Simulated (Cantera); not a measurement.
Predominance diagram of Li at 1125 K against the partial pressures of O2 and H2O (log10, bar). Source: NASA polynomial tables (part measured, part estimated), evaluated in Cantera. Candidates: Li(l), LiH(l), LiOH(l), Li2O(s). Only these pure phases compete in this equilibrium. Not in the tables: the peroxide.

Task: Which phase is stable at these pairs, and which metal-bearing vapour leads over it? (-9.4, -1.8); (-2.4, -21); (0, -17.5); (-5.5, 0); (-4.7, -21); (-8.6, -1.8); (-4.7, -5.2)

Result: 
```json
[
 {"log p(O2)": "-9.4", "log p(H2O)": "-1.8", "phase": "Li2O(s)", "chief vapour": "LiOH", "log p (bar)": "-4.5"},
 {"log p(O2)": "-2.4", "log p(H2O)": "-21", "phase": "Li2O(s)", "chief vapour": "Li2O", "log p (bar)": "-10.5"},
 {"log p(O2)": "0", "log p(H2O)": "-17.5", "phase": "Li2O(s)", "chief vapour": "Li2O2", "log p (bar)": "-9.7"},
 {"log p(O2)": "-5.5", "log p(H2O)": "0", "phase": "LiOH(l)", "chief vapour": "LiOH", "log p (bar)": "-3.8"},
 {"log p(O2)": "-4.7", "log p(H2O)": "-21", "phase": "Li2O(s)", "chief vapour": "Li2O", "log p (bar)": "-10.5"},
 {"log p(O2)": "-8.6", "log p(H2O)": "-1.8", "phase": "Li2O(s)", "chief vapour": "LiOH", "log p (bar)": "-4.5"},
 {"log p(O2)": "-4.7", "log p(H2O)": "-5.2", "phase": "Li2O(s)", "chief vapour": "LiOH", "log p (bar)": "-6.2"}
]
```
